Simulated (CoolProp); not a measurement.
Saturated liquid density (kg/m³) of cis-2-butene: the reference equation beside estimates from Tc = 435.8 K, pc = 4236 kPa, ω = 0.202. Rackett uses Z = 0.29056 − 0.08775 ω.

Computed with CoolProp (reference Helmholtz-energy equation of state, Lemmon 2005). It is a short technical equation, of lower accuracy than the large ones.

```tsv
T (K)	reference	Rackett	van der Waals	Soave-Redlich-Kwong
254.1	[?]	661.3	409.0	[?]
258.1	660.8	657.1	406.5	611.7
262.1	[?]	652.8	404.0	607.7
266.1	652.1	648.5	401.4	603.7
270.1	647.7	644.2	398.8	599.6
274.1	[?]	639.8	396.2	[?]
278.1	638.7	635.3	393.5	[?]
282.1	[?]	630.8	[?]	586.6
```

Question: Complete the blanks.

Answer: 
- 254.1, reference: 665.2
- 254.1, Soave-Redlich-Kwong: 615.6
- 262.1, reference: 656.5
- 274.1, reference: 643.2
- 274.1, Soave-Redlich-Kwong: 595.3
- 278.1, Soave-Redlich-Kwong: 591.0
- 282.1, reference: 634.1
- 282.1, van der Waals: 390.8

Absolute difference from the reference over all 8 rows, mean and median: Rackett 0.5 and 0.5 %, van der Waals 38.4 and 38.4 %, Soave-Redlich-Kwong 7.4 and 7.4 %.
